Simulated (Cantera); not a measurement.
Cantera run:

```python
import numpy as np
import cantera as ct

gas_names = """
    CL CL2 Si SiCL SiCL2 SiCL3 SiCL4 Si2 Si3
""".split()
cond_names = """
    Si(cr) Si(L)
""".split()


# ... load() reads the species with a 1 bar reference pressure and builds the phases ...
atoms = {
    'Si': {'Si': 1},
    'Cl2': {'CL': 2},
}
top_T = {}  # K; cautious upper limits of use, not melting points


# ... equilibrate(T, P, feed) seeds the gas with the atoms and calls Mixture.equilibrate('TP', solver="vcs", rtol=1e-11, max_steps=5000) ...
results = []
feed = {'Si': 1, 'Cl2': 5.6}  # mol
T = 1273  # K
P = 58  # Pa
mix = equilibrate(T, P, feed)
results.append((T, P, feed, dict(zip(mix.species_names, mix.species_moles))))
print(gas.report(threshold=0.001))
for i in range(1, mix.n_phases):
    print(f"{mix.phase(i).name:16s} {mix.phase_moles(i):12.5e} mol")
```

Result:

```
       temperature   1273 K
          pressure   58 Pa
           density   0.00043267 kg/m^3
  mean mol. weight   78.957 kg/kmol
   phase of matter   gas

                          1 kg             1 kmol
                     ---------------   ---------------
          enthalpy       -5.5747e+05       -4.4016e+07  J
   internal energy       -6.9152e+05         -5.46e+07  J
           entropy            4572.1          3.61e+05  J/K
    Gibbs function       -6.3778e+06       -5.0357e+08  J
 heat capacity c_p            579.96             45792  J/K
 heat capacity c_v            474.65             37477  J/K

                      mass frac. Y      mole frac. X     chem. pot. / RT
                     ---------------   ---------------   ---------------
                CL           0.13079            0.2913           -18.946
               CL2            0.4696           0.52297           -37.892
             SiCL4            0.3996           0.18572           -119.76
     [   +6 minor]        1.2276e-05        7.2105e-06

Si(cr)            0.00000e+00 mol
```

Cantera equilibrium calculation (NASA polynomials, part measured and part estimated; ideal gas, pure solids and liquids).
